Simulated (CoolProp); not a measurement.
C3F8 (R218) along the isobar 3110 kPa: fugacity coefficient from the reference equation and from simpler models built on Tc = 345.0 K, pc = 2640 kPa, ω = 0.317; each cubic takes its own stable root.

The numbers come from the reference Helmholtz-energy equation of state, Lemmon 2006 in CoolProp. It is a short technical equation, of lower accuracy than the large ones.

```json
[
 {"T (K)": "304.4", "phase": "liquid", "reference": "0.2964"},
 {"T (K)": "314.8", "phase": "liquid", "reference": "0.3640"},
 {"T (K)": "325.2", "phase": "liquid", "reference": "0.4370"},
 {"T (K)": "335.7", "phase": "liquid", "reference": "0.5141"},
 {"T (K)": "346.1", "phase": "supercritical", "reference": "0.5904"},
 {"T (K)": "356.5", "phase": "supercritical", "reference": "0.6536"},
 {"T (K)": "367", "phase": "supercritical", "reference": "0.6947"},
 {"T (K)": "377.4", "phase": "supercritical", "reference": "0.7271"},
 {"T (K)": "387.8", "phase": "supercritical", "reference": "0.7546"},
 {"T (K)": "398.3", "phase": "supercritical", "reference": "0.7787"},
 {"T (K)": "408.7", "phase": "supercritical", "reference": "0.7998"},
 {"T (K)": "419.1", "phase": "supercritical", "reference": "0.8185"},
 {"T (K)": "429.6", "phase": "supercritical", "reference": "0.8355"},
 {"T (K)": "440", "phase": "supercritical", "reference": "0.8506"}
]
```

How far does each simpler model (van der Waals, Redlich-Kwong, Peng-Robinson) lie from the reference over these 14 states: mean and median of the absolute difference, and the worst?


- van der Waals: mean 10.3 %, median 3.6 %, worst +48.2 % at 304.4 K and 3110 kPa
- Redlich-Kwong: mean 5.1 %, median 3.3 %, worst +18.8 % at 304.4 K and 3110 kPa
- Peng-Robinson: mean 2.7 %, median 2.8 %, worst -3.5 % at 367 K and 3110 kPa
